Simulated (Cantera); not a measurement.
A closed system holds: 1 mol Ta2O5, 2.8 mol CH4, 1.4 mol CO, 1.9 mol C, equilibrated at 2598.15 K and 10.0 mbar.

Cantera equilibrium calculation (NASA polynomials, part measured and part estimated; ideal gas, pure solids and liquids). Candidate condensed phases: C, C6H6, C7H8, C8H18, H2O, Ta, TaC, Ta2O5; 113 gas species. Condensed phases not in the tables: Ta2C, N, O or C dissolved in the metal. The numbers say what is thermodynamically allowed, not how fast it happens.

Base state: CO 0.458, H2 0.313, H 0.213, TaO 0.00834, TaO2 0.00663, H2O 0.000633, CO2 0.000143, OH 9.95e-5 (mole fractions); condensed: Ta(s).

### Question
What changes in the equilibrium state with this change: temperature from 2598.15 K to 800 K?

### Answer
```csv
species,before,after
H2,0.313,0.801
CO,0.458,0.144
H2O,0.000633,0.0269
H,0.213,<1e-9
CO2,0.000143,0.0204
TaO,0.00834,<1e-9
CH4,<1e-9,0.00862
TaO2,0.00663,<1e-9
OH,9.95e-5,<1e-9
"Ta(s), mol",1.80,0
"C(graphite), mol",0,4.96
"Ta2O5(s), mol",0,1.00
```
